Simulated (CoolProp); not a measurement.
trans-2-butene at several states: Z from the reference equation and from simpler models built on Tc = 155.5 °C, pc = 4019 kPa, ω = 0.210; each cubic takes its own stable root.

Computed with CoolProp (reference Helmholtz-energy equation of state, Lemmon 2005). It is a short technical equation, of lower accuracy than the large ones.

| T (°C) | p (kPa) | phase | reference |
|---|---|---|---|
| 196.45 | 1360 | gas | 0.9082 |
| 152.55 | 19500 | liquid | 0.6311 |
| -92.25 | 21.4 | liquid | 0.001103 |
| -77.35 | 1940 | liquid | 0.09417 |

How far does each simpler model (van der Waals, Redlich-Kwong, Soave-Redlich-Kwong) lie from the reference over these 4 states: mean and median of the absolute difference, and the worst?


- van der Waals: mean 22413.4 %, median 53.2 %, worst +89546.4 % at -92.25 °C and 21.4 kPa
- Redlich-Kwong: mean 8.5 %, median 10.8 %, worst +12.4 % at -92.25 °C and 21.4 kPa
- Soave-Redlich-Kwong: mean 8.0 %, median 10.1 %, worst +11.4 % at -92.25 °C and 21.4 kPa

At some of these states van der Waals gives the other phase, because its saturation line lies elsewhere.
